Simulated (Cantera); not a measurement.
## Equilibrium for boron, boron nitride and boron oxide: B2O3 + H2

A closed system holds: 1 mol B2O3, a varied amount of H2, at 1.00 bar.

Method: chemical equilibrium by Gibbs-energy minimisation in Cantera with the NASA 1993 tables (ideal gas, pure condensed phases). Candidate condensed phases: B, B2O3, B3O3H3, H2O; 23 gas species. Rates play no part.

Stable condensed phases:

```
T in K \ n(H2) in mol
         2.7   5 7.4 9.7  12  14  17  19  21  24  26  28  31
   2250    A   A   A   A   A   A   A   A   A   A   A   A   A
   2225    A   A   A   A   A   A   A   A   A   A   A   A   A
   2200    A   A   A   A   A   A   A   A   A   A   A   A   A
   2175    A   A   A   A   A   A   A   A   A   A   A   A   A
   2150    A   A   A   A   A   A   A   A   A   A   A   A   A
   2125    B   A   A   A   A   A   A   A   A   A   A   A   A
   2100    B   A   A   A   A   A   A   A   A   A   A   A   A
   2075    B   A   A   A   A   A   A   A   A   A   A   A   A
   2050    B   B   A   A   A   A   A   A   A   A   A   A   A
   2025    B   B   B   A   A   A   A   A   A   A   A   A   A
```

A: gas only; B: B2O3.
